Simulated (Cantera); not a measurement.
Cantera with NASA thermochemical tables; ideal gases at 1 bar, condensed phases pure. Values are per mole of reaction as written; species without (g) are pure solids or liquids, kept so even where they would boil at 1 bar.

Task: Between 300 and 1698 K, where is each reaction favourable under standard conditions?
- 3 H(g) + AlF3(g) = Al + 3 HF(g)

Result: 
- 3 H(g) + AlF3(g) = Al + 3 HF(g): ΔG° is -241 kJ at 300 K and -121 kJ at 1698 K; it stays negative (K > 1). ΔH° is -277 kJ and ΔS° -92 J/K at 1698 K.
